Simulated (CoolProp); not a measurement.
Cyclopentane along the isobar 58.3 bar: density (kg/m³) from the reference equation and from simpler models built on Tc = 238.6 °C, pc = 45.83 bar, ω = 0.202; each cubic takes its own stable root.

Values from CoolProp's reference Helmholtz-energy equation of state, Gedanitz 2015.

```
T (°C)          phase  reference  van der Waals  Peng-Robinson
------  -------------  ---------  -------------  -------------
173.85         liquid      576.2          383.8          602.4
186.75         liquid      556.2          371.6          574.0
199.65         liquid      534.1          358.2          542.0
212.45         liquid      508.9          343.3          505.5
225.35         liquid      478.2          326.1          461.4
238.25         liquid      436.0          305.3          404.9
251.15  supercritical      354.3          278.5          321.4
263.95  supercritical      219.8          239.7          217.8
276.85  supercritical      170.9          189.1          172.7
```
